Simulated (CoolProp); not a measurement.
Vapour-liquid equilibrium of benzene (1) + n-decane (2) at 364 K; x and y are mole fractions of (1).

Computed with CoolProp (multi-fluid Helmholtz-energy mixture model, Thol 2012 and Lemmon 2006; pair parameters Bell 2016).

```
x      bubble pressure (bar)  y at the bubble point  dew pressure at overall composition x (bar)  liquid density (mol/L)
-----  ---------------------  ---------------------  -------------------------------------------  ----------------------
0.05                  0.1370                  0.541                                      0.06904                   4.884
0.125                 0.2477                  0.764                                      0.07471                   5.110
0.2                   0.3591                  0.850                                      0.08139                   5.355
0.275                 0.4683                  0.895                                      0.08937                   5.620
0.35                  0.5735                  0.922                                      0.09908                   5.910
0.425                 0.6741                  0.940                                       0.1112                   6.226
0.5                   0.7704                  0.953                                       0.1266                   6.575
0.575                 0.8633                  0.963                                       0.1470                   6.960
0.65                  0.9543                  0.972                                       0.1752                   7.389
0.725                  1.045                  0.979                                       0.2169                   7.869
0.8                    1.137                  0.985                                       0.2845                   8.410
0.875                  1.231                  0.991                                       0.4133                   9.024
0.95                   1.329                  0.997                                       0.7455                   9.728
```

No azeotrope shows between x = 0.05 and 0.95.

The pair parameters rest on a limited set of measurements; away from them the model extrapolates.
